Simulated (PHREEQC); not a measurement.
A solution holds 87 mmol/kgw Al2(SO4)3, 45 mmol/kgw MgBr2 and 0.72 mmol/kgw CaBr2, at 20 °C. Closed to the air; pH follows from the charge balance.

The numbers come from PHREEQC with the ion-association model, phreeqc.dat.

Q: The ionic strength comes out as 0.376 mol/kgw. What activity coefficients do AlSO4+, Ca+2, Al+3, AlOH+2, AlHSO4+2 get?

A: AlSO4+ 0.69, Ca+2 0.28, Al+3 0.10, AlOH+2 0.25, AlHSO4+2 0.29.

Precipitation was switched off in this run. The solution is supersaturated, for example in Gibbsite (slow to form), so a real one may precipitate; this is no full list.
